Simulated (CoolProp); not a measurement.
Tetradecamethylhexasiloxane (MD4M) along the isotherm 620 K: fugacity coefficient from the reference equation and from simpler models built on Tc = 653.2 K, pc = 8.286 bar, ω = 0.800; each cubic takes its own stable root.

The numbers come from the reference Helmholtz-energy equation of state, Thol 2019 in CoolProp.

```csv
p (bar),phase,reference,van der Waals,Redlich-Kwong,Soave-Redlich-Kwong,Peng-Robinson
0.0655,gas,0.9961,0.9973,0.9969,0.9967,0.9963
0.111,gas,0.9935,0.9955,0.9947,0.9943,0.9938
0.187,gas,0.9890,0.9924,0.9911,0.9904,0.9896
0.315,gas,0.9815,0.9872,0.9850,0.9839,0.9824
0.531,gas,0.9688,0.9785,0.9747,0.9730,0.9705
0.897,gas,0.9475,0.9637,0.9575,0.9544,0.9503
1.51,gas,0.9122,0.9389,0.9287,0.9236,0.9170
2.55,gas,0.8530,0.8969,0.8803,0.8717,0.8612
4.31,gas,0.7538,0.8254,0.7990,0.7838,0.7683
7.27,liquid,0.5129,0.6779,0.6183,0.5466,0.5299
12.3,liquid,0.3310,0.4628,0.4087,0.3580,0.3431
20.7,liquid,0.2265,0.3414,0.2875,0.2495,0.2350
```
